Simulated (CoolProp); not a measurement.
Vapour-liquid equilibrium of cyclohexane (1) + p-xylene (2) at 1210 kPa; x and y are mole fractions of (1).

Computed with CoolProp (multi-fluid Helmholtz-energy mixture model, Zhou 2014 and Zhou 2012; pair parameters Bell 2016).

| x | bubble temperature (°C) | y at the bubble point | dew temperature at overall composition x (°C) | liquid density (mol/L) |
|---|---|---|---|---|
| 0.05 | 257.3 | 0.107 | 260.4 | 5.755 |
| 0.125 | 249.2 | 0.248 | 256.3 | 5.878 |
| 0.2 | 241.9 | 0.368 | 252.0 | 5.993 |
| 0.275 | 235.2 | 0.471 | 247.6 | 6.099 |
| 0.35 | 229.2 | ___ | 243.0 | 6.200 |
| 0.425 | 223.7 | 0.633 | 238.3 | 6.296 |
| 0.5 | 218.8 | 0.698 | 233.2 | 6.387 |
| 0.575 | 214.2 | 0.755 | 228.0 | 6.476 |
| 0.65 | 210.0 | 0.807 | 222.5 | 6.563 |
| 0.725 | ___ | 0.854 | 216.6 | 6.649 |
| 0.8 | 202.3 | 0.897 | 210.5 | 6.736 |
| 0.875 | 198.9 | 0.937 | 204.2 | 6.823 |
| 0.95 | 195.5 | 0.975 | 197.7 | ___ |

**Question.** Some entries are withheld; supply them.

**Answer.** 
- 0.35, y at the bubble point: 0.558
- 0.725, bubble temperature (°C): 206.0
- 0.95, liquid density (mol/L): 6.912

No azeotrope shows between x = 0.05 and 0.95.

Pair parameters are fitted to limited data, so mixtures are less certain than the pure fluids.
